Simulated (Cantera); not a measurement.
An adiabatic, constant-pressure homogeneous reactor starts with CH4 : H2 : O2 : N2 = 1 : 1.2 : 3.13 : 11.8 (molar parts), at 1523 K and 1300000 Pa. Integrator tolerance rtol = 1e-08.

Cantera simulation using GRI-Mech 3.0 (53 species, 325 reactions); the numbers are that mechanism's predictions, not measurements. The pressure lies above the range GRI-Mech 3.0 was tuned for (to about 10 atm).

Problem. What does this change do: N2 11.8 to 18 parts?

Solution. 
```csv
quantity,before,after
time of steepest temperature rise,11.8 µs,17.1 µs
temperature at 0.800 s,2867 K,2637 K
equilibrium temperature,2867 K,2637 K
x(CH4) at 0.800 s,<1e-12 (gas-phase equilibrium <1e-12),<1e-12 (gas-phase equilibrium <1e-12)
x(H2) at 0.800 s,0.00779 (gas-phase equilibrium 0.00779),0.00288 (gas-phase equilibrium 0.00288)
x(O2) at 0.800 s,0.0301 (gas-phase equilibrium 0.0301),0.0206 (gas-phase equilibrium 0.0206)
x(HCN) at 0.800 s,1.28e-9 (gas-phase equilibrium 1.28e-9),1.51e-10 (gas-phase equilibrium 1.51e-10)
x(CH2O) at 0.800 s,5.89e-10 (gas-phase equilibrium 5.89e-10),8.18e-11 (gas-phase equilibrium 8.18e-11)
x(HO2) at 0.800 s,1.91e-5 (gas-phase equilibrium 1.91e-5),7.67e-6 (gas-phase equilibrium 7.67e-6)
x(OH) at 0.800 s,0.0167 (gas-phase equilibrium 0.0167),0.00738 (gas-phase equilibrium 0.00738)
```
